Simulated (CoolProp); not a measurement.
Computed with CoolProp (reference Helmholtz-energy equation of state, Lemmon 2006). It is a short technical equation, of lower accuracy than the large ones.

For C3F8 (R218), give the phase and the density (kg/m³), cp (kJ/(kg K)), speed of sound (m/s), conductivity (mW/(m K)) at 117.75 °C and 1980 kPa; 117.75 °C and 2970 kPa.


- 117.75 °C and 1980 kPa: gas; density 139, cp 1.01, speed of sound 114, conductivity 22.2
- 117.75 °C and 2970 kPa: supercritical; density 240, cp 1.12, speed of sound 102, conductivity 24.7

Thermal conductivity comes from a separate model (Huber 2003), an estimate that may be off by 10 % or more.
